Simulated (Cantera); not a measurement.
Cantera run, input and output.

```python
import numpy as np
import cantera as ct

surf = ct.Interface("diamond.yaml", "diamond_100")
gas, bulk = surf.adjacent["gas"], surf.adjacent["diamond"]
k = surf.kinetics_species_index(bulk.species_names[0])
cover = ["c6HH", "c6H*", "c6*H", "c6**", "c6HM", "c6B"]

rows, drift = [], 0.0
print(f"{'xCH3':>10s}{'um/h':>11s}" + "".join(f"{s:>11s}" for s in cover))
for v in [1e-06, 2.2e-06, 4.8e-06, 1.1e-05, 2.3e-05, 5.1e-05, 0.00011, 0.00025, 0.00055]:
    T, P, xH, xCH3 = 1300, 1600, 0.0027, v
    gas.TPX = T, P, {"H": xH, "CH3": xCH3, "CH4": 0.019, "H2": 1 - xH - xCH3 - 0.019}
    surf.TP = bulk.TP = T, P
    surf.coverages = "c6H*:0.1, c6HH:0.9"
    surf.advance_coverages(100.0)
    before = surf.coverages
    surf.advance_coverages(100.0)
    drift = max(drift, np.max(np.abs(surf.coverages - before) / (surf.coverages + 1e-9)))
    rate = surf.net_production_rates[k] * bulk.mean_molecular_weight / bulk.density * 3.6e9
    rows.append([rate, *surf[cover].coverages])
    print(f"{v:10.4g}{rate:11.4e}" + "".join(f"{x:11.3e}" for x in rows[-1][1:]))
```

Output:

```
      xCH3       um/h       c6HH       c6H*       c6*H       c6**       c6HM        c6B
     1e-06 1.9158e-03  3.949e-01  4.845e-02  5.177e-01  3.897e-02  7.083e-07  5.199e-12
   2.2e-06 4.2144e-03  3.949e-01  4.845e-02  5.177e-01  3.896e-02  1.558e-06  1.144e-11
   4.8e-06 9.1935e-03  3.949e-01  4.845e-02  5.177e-01  3.896e-02  3.400e-06  2.495e-11
   1.1e-05 2.1060e-02  3.949e-01  4.845e-02  5.177e-01  3.894e-02  7.790e-06  5.715e-11
   2.3e-05 4.4000e-02  3.949e-01  4.845e-02  5.176e-01  3.891e-02  1.628e-05  1.194e-10
   5.1e-05 9.7389e-02  3.949e-01  4.844e-02  5.176e-01  3.883e-02  3.608e-05  2.643e-10
   0.00011 2.0926e-01  3.948e-01  4.843e-02  5.174e-01  3.868e-02  7.769e-05  5.678e-10
   0.00025 4.7135e-01  3.947e-01  4.840e-02  5.171e-01  3.831e-02  1.759e-04  1.279e-09
   0.00055 1.0176e+00  3.944e-01  4.834e-02  5.165e-01  3.755e-02  3.841e-04  2.761e-09
```

Cantera simulation using the Harris–Goodwin 1993 mechanism for the reconstructed diamond (100) surface; the numbers are that mechanism's predictions, not measurements.
